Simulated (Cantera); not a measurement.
Input: 1 mol c-C₄F₈, 0.025 mol F₂, 2 mol H₂, at 0.0398 Torr.

These are equilibrium values from Cantera (NASA tables, ideal gas, pure condensed phases), not measurements of a reactor. Candidate condensed phases: C, C₆H₆, C₇H₈, C₈H₁₈; 95 gas species. The feed counts by its element totals alone. Gases not in the tables: C₂F₆ and larger saturated fluorocarbons. Kinetics and transport are ignored.

x: gas mole fraction; n: condensed amount in mol.

```
T (°C)   x HF    x F    x CF₂     x CF₄      x CF  n C(graphite)
------  -----  -----  -------  --------  --------  -------------
1527    0.692  0.124   0.0780     0.104  0.000191           2.94
1602        ?      ?        ?         ?         ?           3.02
1677    0.557  0.340   0.0930   0.00862   0.00122           3.26
1752    0.528  0.409   0.0594  0.000999   0.00214           3.52
1827    0.514  0.449   0.0334   9.87e-5   0.00333           3.71
1902    0.505  0.471   0.0181   9.75e-6   0.00482           3.82
1977    0.500  0.482        ?         ?         ?           3.87
2052    0.495  0.487  0.00532   1.20e-7   0.00889           3.87
2127    0.486  0.489  0.00299   1.58e-8    0.0116           3.83
```

Question: What belongs in the gaps?

Answer: 
- 1602, x HF: 0.616
- 1602, x F: 0.233
- 1602, x CF₂: 0.106
- 1602, x CF₄: 0.0436
- 1602, x CF: 0.000559
- 1977, x CF₂: 0.00973
- 1977, x CF₄: 1.03e-6
- 1977, x CF: 0.00666
